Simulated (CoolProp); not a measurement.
A Linde-Hampson liquefier for methane: isothermal reversible compression at 250 K from 1 atm to 30 MPa, throttling to 1 atm, return gas leaving the recuperator 10 K below the feed. Each further row changes one setting.

Values from CoolProp's reference Helmholtz-energy equation of state, Setzmann 1991.

```
case                        liquid yield per pass  compression work (kJ/kg of gas)
--------------------------  ---------------------  -------------------------------
as stated                                   0.335                              653
high pressure 60 MPa                        0.319                              751
warm-end temperature 280 K                  0.259                              763
warm-end gap 15 K                           0.326                              653
```
